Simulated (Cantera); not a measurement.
A closed system holds: 1 mol HMDSO, 1.9 mol O3, 48 mol H2, equilibrated at 92.0 mbar.

Cantera equilibrium calculation (NASA polynomials, part measured and part estimated; ideal gas, pure solids and liquids). Candidate condensed phases: C, C6H6, C7H8, C8H18, H2O, Si, SiC, SiO2; 123 gas species. The feed counts by its element totals alone. Mutual solubility and eutectic melting of coexisting phases are not modelled. The tables hold silica as quartz up to 1696 K and as liquid above; real silica turns to tridymite and cristobalite and melts near 1996 K. Equilibrium is a limit: real reactors are often held back by kinetics, nucleation or transport.

x: gas mole fraction; n: condensed amount in mol.

```tsv
T (K)	x H2	x CH4	x CO	x H2O	x SiO	x CO2	x H	n SiO2(α-quartz)	n C(graphite)	n SiO2(β-quartz)	n SiC(s)
773	0.845	0.105	0.00813	0.0398	<1e-12	0.00196	?	2.00	0	0	0
873	0.919	0.0349	0.0332	0.0119	<1e-12	0.00115	?	0	2.06	2.00	0
973	0.944	0.0105	0.0431	0.00233	<1e-12	0.000172	?	0	2.83	2.00	0
1073	0.951	0.00382	0.0449	0.000510	<1e-12	2.61e-5	?	0	3.10	2.00	0
1173	0.953	0.00163	0.0452	0.000141	6.48e-10	5.23e-6	?	0	3.21	2.00	0
1273	0.954	0.000786	0.0452	4.72e-5	1.58e-7	1.35e-6	?	0	3.26	2.00	0
1373	0.954	0.000422	0.0452	1.86e-5	1.71e-5	4.28e-7	?	0	3.27	2.00	0
1473	0.920	0.000144	0.0791	2.23e-5	0.000348	7.74e-7	?	0	0	0.888	1.09
1573	0.916	3.20e-5	0.0801	3.10e-5	0.00411	9.37e-7	?	0	0	0.730	1.01
```

Some entries are withheld; supply them.


- 773, x H: 2.75e-12
- 873, x H: 1.48e-10
- 973, x H: 3.46e-9
- 1073, x H: 4.50e-8
- 1173, x H: 3.79e-7
- 1273, x H: 2.30e-6
- 1373, x H: 1.07e-5
- 1473, x H: 4.00e-5
- 1573, x H: 0.000128
